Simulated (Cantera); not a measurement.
A freely propagating, adiabatic, planar premixed flame of H2 : O2 : N2 = 1 : 0.455 : 1.71 (molar parts), equivalence ratio 1.1, unburnt at 448 K and 18000 Pa; mixture-averaged transport, grid criteria slope 0.08 and curve 0.16, no radiation.

Cantera simulation using the H2/O2 subset of GRI-Mech 3.0, which has no nitrogen chemistry; the numbers are that mechanism's predictions, not measurements. Burning velocities carry a grid error of a few per cent, more on coarse grids.

Problem. How do the results move with these cheaper or finer settings: unity-Lewis-number transport; multicomponent transport; multicomponent+Soret transport; grid criteria slope 0.5, curve 1; grid criteria slope 0.25, curve 0.5; grid criteria slope 0.03, curve 0.06?

Solution. 
| setting | laminar burning velocity | thermal thickness | peak x(H) | peak x(OH) | grid points |
|---|---|---|---|---|---|
| as above | 401 cm/s | 4.01 mm | 0.0864 | 0.0164 | 143 |
| unity-Lewis-number transport | 251 cm/s | 2.98 mm | 0.0916 | 0.0162 | 130 |
| multicomponent transport | 393 cm/s | 4.00 mm | 0.0861 | 0.0164 | 143 |
| multicomponent+Soret transport | 373 cm/s | 3.93 mm | 0.0840 | 0.0163 | 143 |
| grid criteria slope 0.5, curve 1 | 521 cm/s | 6.16 mm | 0.0893 | 0.0162 | 42 |
| grid criteria slope 0.25, curve 0.5 | 421 cm/s | 4.37 mm | 0.0872 | 0.0167 | 74 |
| grid criteria slope 0.03, curve 0.06 | 396 cm/s | 3.92 mm | 0.0862 | 0.0163 | 302 |
Unity Lewis numbers drop preferential diffusion, which matters most where H2 and H carry the flame; Soret adds thermal diffusion.
